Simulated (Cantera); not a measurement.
## Iron carbonyl, mercury and lead vapours: Pb + O2 + N2

A closed system holds: 1 mol Pb, 1.6 mol O2, 0.25 mol N2, equilibrated at 2550 Torr.

Method: chemical equilibrium by Gibbs-energy minimisation in Cantera with the NASA 1993 tables (ideal gas, pure condensed phases). Candidate condensed phases: Pb, PbO, PbO2, Pb3O4; 12 gas species. Gases not in the tables: (PbO)n polymers. Equilibrium is a limit: real reactors are often held back by kinetics, nucleation or transport.

From 700 °C to 875 °C the condensed part is PbO(yellow). From 900 °C to 1025 °C the condensed part is PbO(l).

| T (°C) | log p O2 | log p N2 | log p NO | log p PbO | log p NO2 | n PbO(yellow) | n PbO(l) |
|---|---|---|---|---|---|---|---|
| 700 | 0.44 | -0.20 | -4.13 | -6.92 | -4.75 | 1.00 | 0 |
| 725 | 0.44 | -0.20 | -4.00 | -6.55 | -4.70 | 1.00 | 0 |
| 750 | 0.44 | -0.20 | -3.89 | -6.19 | -4.66 | 1.00 | 0 |
| 775 | 0.44 | -0.20 | -3.77 | -5.86 | -4.62 | 1.000 | 0 |
| 800 | 0.44 | -0.20 | -3.67 | -5.54 | -4.58 | 1.000 | 0 |
| 825 | 0.44 | -0.20 | -3.57 | -5.23 | -4.54 | 1.000 | 0 |
| 850 | 0.44 | -0.20 | -3.47 | -4.94 | -4.51 | 1.000 | 0 |
| 875 | 0.44 | -0.20 | -3.38 | -4.66 | -4.47 | 1.000 | 0 |
| 900 | 0.44 | -0.20 | -3.29 | -4.41 | -4.44 | 0 | 1.000 |
| 925 | 0.44 | -0.20 | -3.20 | -4.18 | -4.41 | 0 | 1.000 |
| 950 | 0.44 | -0.20 | -3.12 | -3.96 | -4.38 | 0 | 1.000 |
| 975 | 0.44 | -0.20 | -3.04 | -3.75 | -4.35 | 0 | 1.000 |
| 1000 | 0.44 | -0.20 | -2.97 | -3.55 | -4.32 | 0 | 1.000 |
| 1025 | 0.44 | -0.20 | -2.90 | -3.36 | -4.30 | 0 | 1.000 |
log p: log10 of the partial pressure in bar; n: condensed amount in mol.
